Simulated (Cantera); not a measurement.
Input: 1 mol CuF2, 0.3 mol O2, 70 mol H2, at 1.33 mbar.

Equilibrium computed with Cantera from the NASA thermochemical tables; the gas is ideal and each condensed phase is pure. Candidate condensed phases: Cu, CuF2, CuO, Cu(OH)2, Cu2O, H2O; 27 gas species. The numbers say what is thermodynamically allowed, not how fast it happens. All values below are at 1400 K.

Base state: H2 0.962, HF 0.0281, H2O 0.00844, Cu 0.00101, H 0.000131 (mole fractions); condensed: Cu(l).

What changes in the equilibrium state with this change: O2 from 0.3 to 3.3 mol?


```tsv
species	before	after
H2	0.962	0.878
H2O	0.00844	0.0929
HF	0.0281	0.0281
H	0.000131	0.000125
Cu	0.00101	0.00101
Cu(l), mol	0.928	0.928
```
